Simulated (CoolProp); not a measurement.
The numbers come from the reference Helmholtz-energy equation of state, Guder 2009 in CoolProp.

**Question.** For sulfur hexafluoride, give the phase and the cp (kJ/(kg K)), cv (kJ/(kg K)), Prandtl number at 327.9 K and 0.0619 MPa; 581.4 K and 0.0528 MPa.

**Answer.** 
- 327.9 K and 0.0619 MPa: gas; cp 0.712, cv 0.654, Prandtl number 0.775
- 581.4 K and 0.0528 MPa: gas; cp 0.924, cv 0.867, Prandtl number 0.756

Viscosity comes from a separate model (Quiñones-Cisneros 2012). Thermal conductivity comes from a separate model (Assael 2012).
